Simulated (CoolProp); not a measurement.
R143a at 339.21 K and 11.8 MPa flows at 2.4 m/s in a round tube of 50 mm bore and 15 µm roughness, fully developed (64/Re and Nu = 3.66 if laminar; Colebrook and Gnielinski if turbulent). Each further row changes one setting.

Computed with CoolProp (reference Helmholtz-energy equation of state, Lemmon and Jacobsen 2000).

| case | Reynolds number | Darcy friction factor | pressure drop (Pa/m) | heat-transfer coefficient (W/(m² K)) | mass flow (kg/h) |
|---|---|---|---|---|---|
| as stated | 1090000 | 0.0156 | 783 | (withheld) | 14800 |
| velocity 4.8 m/s | 2170000 | 0.0153 | 3070 | (withheld) | 29600 |
| diameter 100 mm | 2170000 | 0.0135 | (withheld) | 4140 | 59100 |

**Question.** Some entries are withheld; supply them.

**Answer.** 
- as stated, heat-transfer coefficient (W/(m² K)): 4680
- velocity 4.8 m/s, heat-transfer coefficient (W/(m² K)): 9190
- diameter 100 mm, pressure drop (Pa/m): 340

Viscosity comes from a separate model (Klein 1997), an estimate that may be off by 10 % or more. Thermal conductivity comes from a separate model (McLinden 2000), an estimate that may be off by 10 % or more.
